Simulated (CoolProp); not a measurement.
Properties of n-octane along the isobar 0.101 MPa (Tc = 568.7 K, pc = 2.484 MPa, ω = 0.398).

Values from CoolProp's reference Helmholtz-energy equation of state, Beckmüller 2019.

```json
[
 {"T (K)": "382", "phase": "liquid", "density (kg/m³)": "627.0", "fugacity coefficient": "0.5918"},
 {"T (K)": "397.2", "phase": "liquid", "density (kg/m³)": "612.7", "fugacity coefficient": "0.9102"},
 {"T (K)": "412.3", "phase": "gas", "density (kg/m³)": "3.539", "fugacity coefficient": "0.9532"},
 {"T (K)": "427.4", "phase": "gas", "density (kg/m³)": "3.391", "fugacity coefficient": "0.9591"},
 {"T (K)": "442.5", "phase": "gas", "density (kg/m³)": "3.257", "fugacity coefficient": "0.9640"},
 {"T (K)": "457.6", "phase": "gas", "density (kg/m³)": "3.135", "fugacity coefficient": "0.9681"},
 {"T (K)": "472.7", "phase": "gas", "density (kg/m³)": "3.023", "fugacity coefficient": "0.9717"},
 {"T (K)": "487.9", "phase": "gas", "density (kg/m³)": "2.920", "fugacity coefficient": "0.9747"},
 {"T (K)": "503", "phase": "gas", "density (kg/m³)": "2.824", "fugacity coefficient": "0.9773"},
 {"T (K)": "518.1", "phase": "gas", "density (kg/m³)": "2.735", "fugacity coefficient": "0.9795"},
 {"T (K)": "533.2", "phase": "gas", "density (kg/m³)": "2.652", "fugacity coefficient": "0.9815"},
 {"T (K)": "548.3", "phase": "gas", "density (kg/m³)": "2.574", "fugacity coefficient": "0.9832"},
 {"T (K)": "563.4", "phase": "gas", "density (kg/m³)": "2.501", "fugacity coefficient": "0.9848"},
 {"T (K)": "578.5", "phase": "gas", "density (kg/m³)": "2.433", "fugacity coefficient": "0.9861"}
]
```
